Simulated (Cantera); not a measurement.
A perfectly stirred reactor is fed with CH₄ : H₂O = 1 : 1.2 (molar parts), at 5.00 bar; it is held at 2175 K, and followed from long to short residence time.

Cantera simulation using GRI-Mech 3.0 (53 species, 325 reactions); the numbers are that mechanism's predictions, not measurements.

Problem. What does this change do: CH4 1 to 6.3 parts?

Solution. 
```
quantity                 before     after
---------------------  --------  --------
x(CH₄) at τ = 2.20 s   0.000548   0.00771
x(H₂O) at τ = 2.20 s     0.0455   5.37e-5
x(CO₂) at τ = 2.20 s    0.00288   1.11e-6
x(CO) at τ = 2.20 s       0.235    0.0806
x(O) at τ = 2.20 s      2.88e-8  1.40e-11
x(CH₄) at τ = 0.110 s   0.00402   0.00928
x(H₂O) at τ = 0.110 s    0.0581   0.00102
x(CO₂) at τ = 0.110 s   0.00358   2.10e-5
x(CO) at τ = 0.110 s      0.225    0.0798
x(O) at τ = 0.110 s     3.58e-8  2.55e-10
```
GRI-Mech 3.0 stops at C3 and has no aromatics, soot or wall deposition, so with more carbon than oxygen in the feed, carbon stays in small species such as C2H2 where larger ones or solid carbon would form.
